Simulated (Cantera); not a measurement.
A closed system holds: 1 mol CO, 0.016 mol O₂, at 79.0 bar.

Method: chemical equilibrium by Gibbs-energy minimisation in Cantera with the NASA 1993 tables (ideal gas, pure condensed phases). Candidate condensed phases: C; 12 gas species. The ideal-gas law is rough above about 30 bar. Rates play no part.

x: gas mole fraction; n: condensed amount in mol.

```json
[
 {"T (K)": "675", "x CO₂": "0.999", "x CO": "0.00102", "x O": "<1e-12", "x O₂": "<1e-12", "n C(graphite)": "0.484"},
 {"T (K)": "875", "x CO₂": "0.966", "x CO": "(withheld)", "x O": "<1e-12", "x O₂": "<1e-12", "n C(graphite)": "0.475"},
 {"T (K)": "1075", "x CO₂": "0.738", "x CO": "0.262", "x O": "<1e-12", "x O₂": "<1e-12", "n C(graphite)": "0.406"},
 {"T (K)": "1275", "x CO₂": "0.284", "x CO": "0.716", "x O": "<1e-12", "x O₂": "<1e-12", "n C(graphite)": "0.196"},
 {"T (K)": "1475", "x CO₂": "0.0582", "x CO": "0.942", "x O": "<1e-12", "x O₂": "<1e-12", "n C(graphite)": "0.0248"},
 {"T (K)": "1675", "x CO₂": "0.0320", "x CO": "0.968", "x O": "<1e-12", "x O₂": "<1e-12", "n C(graphite)": "0"},
 {"T (K)": "1875", "x CO₂": "0.0320", "x CO": "0.968", "x O": "4.36e-11", "x O₂": "2.60e-12", "n C(graphite)": "0"},
 {"T (K)": "2075", "x CO₂": "0.0320", "x CO": "0.968", "x O": "1.18e-9", "x O₂": "8.09e-11", "n C(graphite)": "0"},
 {"T (K)": "2275", "x CO₂": "0.0320", "x CO": "0.968", "x O": "1.78e-8", "x O₂": "1.36e-9", "n C(graphite)": "0"},
 {"T (K)": "2475", "x CO₂": "0.0320", "x CO": "0.968", "x O": "(withheld)", "x O₂": "(withheld)", "n C(graphite)": "0"},
 {"T (K)": "2675", "x CO₂": "0.0320", "x CO": "0.968", "x O": "1.19e-6", "x O₂": "1.06e-7", "n C(graphite)": "0"}
]
```

Task: Some entries are withheld; supply them.

Result: 
- 2475, x O: 1.73e-7
- 2475, x O₂: 1.44e-8
- 875, x CO: 0.0337
